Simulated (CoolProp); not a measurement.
Properties of R1234yf along the isotherm 406.1 K (Tc = 367.8 K, pc = 3.384 MPa, ω = 0.276).

Values from CoolProp's reference Helmholtz-energy equation of state, Lemmon 2022.

```json
[
 {"p (MPa)": "0.0161", "phase": "gas", "cp (kJ/(kg K))": "1.078", "cv (kJ/(kg K))": "1.005", "isothermal compressibility (1/MPa)": "62.19", "expansivity (1/kK)": "2.473", "conductivity (mW/(m K))": "22.9", "fugacity coefficient": "0.9988"},
 {"p (MPa)": "0.0271", "phase": "gas", "cp (kJ/(kg K))": "1.078", "cv (kJ/(kg K))": "1.005", "isothermal compressibility (1/MPa)": "36.97", "expansivity (1/kK)": "2.480", "conductivity (mW/(m K))": "22.9", "fugacity coefficient": "0.9980"},
 {"p (MPa)": "0.0457", "phase": "gas", "cp (kJ/(kg K))": "1.079", "cv (kJ/(kg K))": "1.005", "isothermal compressibility (1/MPa)": "21.96", "expansivity (1/kK)": "2.492", "conductivity (mW/(m K))": "22.9", "fugacity coefficient": "0.9966"},
 {"p (MPa)": "0.0772", "phase": "gas", "cp (kJ/(kg K))": "1.081", "cv (kJ/(kg K))": "1.005", "isothermal compressibility (1/MPa)": "13.03", "expansivity (1/kK)": "2.513", "conductivity (mW/(m K))": "22.9", "fugacity coefficient": "0.9943"},
 {"p (MPa)": "0.13", "phase": "gas", "cp (kJ/(kg K))": "1.083", "cv (kJ/(kg K))": "1.006", "isothermal compressibility (1/MPa)": "7.767", "expansivity (1/kK)": "2.549", "conductivity (mW/(m K))": "23.0", "fugacity coefficient": "0.9905"},
 {"p (MPa)": "0.22", "phase": "gas", "cp (kJ/(kg K))": "1.087", "cv (kJ/(kg K))": "1.007", "isothermal compressibility (1/MPa)": "4.621", "expansivity (1/kK)": "2.611", "conductivity (mW/(m K))": "23.0", "fugacity coefficient": "0.9839"},
 {"p (MPa)": "0.371", "phase": "gas", "cp (kJ/(kg K))": "1.093", "cv (kJ/(kg K))": "1.009", "isothermal compressibility (1/MPa)": "2.773", "expansivity (1/kK)": "2.720", "conductivity (mW/(m K))": "23.1", "fugacity coefficient": "0.9729"},
 {"p (MPa)": "0.626", "phase": "gas", "cp (kJ/(kg K))": "(withheld)", "cv (kJ/(kg K))": "1.013", "isothermal compressibility (1/MPa)": "1.678", "expansivity (1/kK)": "2.919", "conductivity (mW/(m K))": "23.3", "fugacity coefficient": "0.9545"},
 {"p (MPa)": "1.06", "phase": "gas", "cp (kJ/(kg K))": "1.130", "cv (kJ/(kg K))": "1.020", "isothermal compressibility (1/MPa)": "1.030", "expansivity (1/kK)": "3.309", "conductivity (mW/(m K))": "23.6", "fugacity coefficient": "0.9236"},
 {"p (MPa)": "1.78", "phase": "gas", "cp (kJ/(kg K))": "1.182", "cv (kJ/(kg K))": "1.032", "isothermal compressibility (1/MPa)": "0.6613", "expansivity (1/kK)": "4.143", "conductivity (mW/(m K))": "24.2", "fugacity coefficient": "0.8733"},
 {"p (MPa)": "3.01", "phase": "gas", "cp (kJ/(kg K))": "1.331", "cv (kJ/(kg K))": "1.058", "isothermal compressibility (1/MPa)": "0.4628", "expansivity (1/kK)": "6.514", "conductivity (mW/(m K))": "(withheld)", "fugacity coefficient": "0.7900"},
 {"p (MPa)": "5.08", "phase": "supercritical", "cp (kJ/(kg K))": "2.111", "cv (kJ/(kg K))": "(withheld)", "isothermal compressibility (1/MPa)": "0.4178", "expansivity (1/kK)": "(withheld)", "conductivity (mW/(m K))": "34.2", "fugacity coefficient": "(withheld)"}
]
```

Problem. Complete the blanks.

Solution. 
- 0.626, cp (kJ/(kg K)): 1.106
- 3.01, conductivity (mW/(m K)): 26.0
- 5.08, cv (kJ/(kg K)): 1.118
- 5.08, expansivity (1/kK): 18.36
- 5.08, fugacity coefficient: 0.6568

Thermal conductivity comes from a separate model (Perkins 2011).
